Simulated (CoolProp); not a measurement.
Vapour-liquid equilibrium of CH2F2 (R32) (1) + R1234yf (2) at -103.75 °C; x and y are mole fractions of (1).

Model: multi-fluid Helmholtz-energy mixture model, Tillner-Roth 1997 and Lemmon 2022; pair parameters Bell 2023, in CoolProp.

```tsv
x	bubble pressure, mixture model (kPa)	bubble pressure, Raoult's law (kPa)	y, mixture model	y, Raoult's law
0.05	0.9046	0.7581	0.310	0.178
0.15	1.360	0.9622	0.587	0.420
0.25	1.732	1.166	0.707	0.578
0.35	2.012	1.370	0.772	0.689
0.45	2.211	1.574	0.811	0.771
0.55	2.350	1.778	0.838	0.834
0.65	2.451	1.982	0.860	0.884
0.75	2.535	2.186	0.882	0.925
0.85	2.612	2.390	0.912	0.959
0.95	2.678	2.594	0.961	0.987
```

The largest gap from Raoult's law is +48.5 % in bubble pressure, at x = 0.25. No azeotrope shows between x = 0.05 and 0.95.

The pair parameters rest on a limited set of measurements; away from them the model extrapolates.
